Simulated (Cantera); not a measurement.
Input (Python, Cantera) and output of one run.

```python
import numpy as np
import cantera as ct

gas_names = """
    CL CL2 H HCL H2 N NH NH2 NH3 N2 N2H2 N2H4 Si SiCL SiCL2 SiCL3 SiCL4 SiH SiHCL3 SiH2 SiH2CL2 SiH3
    SiH3CL SiH4 SiN Si2 Si2N Si3
""".split()
cond_names = """
    NH4CL(a) NH4CL(b) Si(cr) Si(L) Si3N4(a)
""".split()


def load(file, names, dense=False):
    # The tables refer to 1 bar. Condensed volumes are neglected.
    table = {s.name: s for s in ct.Species.list_from_file(file)}
    out = []
    for n in names:
        d = dict(table[n].input_data)
        d["thermo"] = dict(d["thermo"], **{"reference-pressure": 1e5})
        if dense:
            d["equation-of-state"] = {"model": "constant-volume", "density": "1e6 g/cm^3"}
        out.append(ct.Species.from_dict(d))
    return out


gas = ct.Solution(thermo="ideal-gas", species=load("nasa_gas.yaml", gas_names))
cond = {s.name: ct.Solution(thermo="fixed-stoichiometry", species=[s], name=s.name)
        for s in load("nasa_condensed.yaml", cond_names, dense=True)}
atoms = {
    'SiHCl3': {'Si': 1, 'H': 1, 'CL': 3},
    'NH3': {'N': 1, 'H': 3},
}
top_T = {'Si3N4(a)': 2400}  # K; cautious upper limits of use, not melting points


def equilibrate(T, P, feed):
    n = {}
    for name, mol in feed.items():
        for a, k in atoms[name].items():
            n[a] = n.get(a, 0.0) + k * mol
    gas.TPX = T, P, n
    mass = sum(n.values()) * gas.mean_molecular_weight
    gas.equilibrate("TP")
    valid = [c for c in cond.values() if c.min_temp <= T <= top_T.get(c.name, c.max_temp)]
    mix = ct.Mixture([(gas, mass / gas.mean_molecular_weight)] + [(c, 0.0) for c in valid])
    mix.T, mix.P = T, P
    mix.equilibrate("TP", solver="vcs", rtol=1e-11, max_steps=5000)
    return mix


results = []
feed = {'SiHCl3': 1, 'NH3': 0.3}  # mol
T = 1498  # K
P = 24  # Pa
mix = equilibrate(T, P, feed)
results.append((T, P, feed, dict(zip(mix.species_names, mix.species_moles))))
x = sorted(zip(gas.X, gas.species_names), reverse=True)
print(f"T = {T:g} K  P = {P:g} Pa  gas = {mix.phase_moles(0):.4g} mol")
print("   x: " + "  ".join(f"{s} {v:.3e}" for v, s in x if v > 1e-06))
print("   condensed (mol): " + ("  ".join(f"{mix.phase(i).name} {mix.phase_moles(i):.4g}"
      for i in range(1, mix.n_phases) if mix.phase_moles(i) > 1e-12) or "none"))
```

Result:

```
T = 1498 K  P = 24 Pa  gas = 2.582 mol
   x: SiCL2 3.732e-01  HCL 3.711e-01  H2 1.821e-01  N2 5.810e-02  SiCL3 1.268e-02  SiCL4 1.377e-03  CL 7.779e-04  H 4.734e-04  SiHCL3 6.948e-05  SiCL 6.434e-05  Si 6.434e-06
   condensed (mol): none
```

These are equilibrium values from Cantera (NASA tables, ideal gas, pure condensed phases), not measurements of a reactor. The tables' values for SiCl3, SiCl are old estimates; treat these amounts as uncertain.
